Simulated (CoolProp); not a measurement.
Vapour-liquid equilibrium of n-hexane (1) + m-xylene (2) at 5.02 bar; x and y are mole fractions of (1).

Model: multi-fluid Helmholtz-energy mixture model, Thol 2019 and Zhou 2012; pair parameters Bell 2016, in CoolProp.

| x | bubble temperature, mixture model (°C) | bubble temperature, Raoult's law (°C) | y, mixture model | y, Raoult's law |
|---|---|---|---|---|
| 0.05 | 203.2 | 202.5 | 0.159 | 0.187 |
| 0.15 | 188.8 | 188.6 | ___ | 0.449 |
| 0.25 | ___ | 177.2 | 0.596 | 0.618 |
| 0.35 | ___ | 167.8 | 0.717 | 0.732 |
| 0.45 | 156.8 | 159.7 | 0.798 | 0.813 |
| 0.55 | 150.0 | 152.8 | 0.853 | 0.871 |
| 0.65 | ___ | 146.7 | 0.894 | 0.914 |
| 0.75 | 140.0 | 141.3 | 0.927 | 0.946 |
| 0.85 | 136.0 | 136.5 | 0.956 | 0.972 |
| 0.95 | 132.1 | 132.2 | 0.985 | 0.992 |

Fill in the missing entries.


- 0.15, y, mixture model: 0.416
- 0.25, bubble temperature, mixture model (°C): 175.9
- 0.35, bubble temperature, mixture model (°C): 165.3
- 0.65, bubble temperature, mixture model (°C): 144.6

The largest gap from Raoult's law is -2.9 K in bubble temperature, at x = 0.45. No azeotrope shows between x = 0.05 and 0.95.

The pair parameters rest on a limited set of measurements; away from them the model extrapolates. The gap from Raoult's law changes sign with composition, which may be real or a fault of the pair parameters; it wasn't checked against measurements.
